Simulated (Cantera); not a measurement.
An isothermal, constant-pressure homogeneous reactor starts with 21.1 % CH4, 74.0 % H2O, 4.86 % H2, at 1300 K and 1.00 bar.

Computed with Cantera and GRI-Mech 3.0 (53 species, 325 reactions).

Q: Predict: x(CH4) at 300 s; x(H2O) at 300 s; x(H2) at 300 s; x(C2H6) at 300 s; x(OH) at 300 s.

A: 
```
Quantity                                            Value
----------------  ---------------------------------------
x(CH4) at 300 s     0.115 (gas-phase equilibrium 3.22e-6)
x(H2O) at 300 s       0.589 (gas-phase equilibrium 0.332)
x(H2) at 300 s        0.238 (gas-phase equilibrium 0.519)
x(C2H6) at 300 s   7.20e-5 (gas-phase equilibrium <1e-12)
x(OH) at 300 s    1.73e-8 (gas-phase equilibrium 6.70e-9)
```
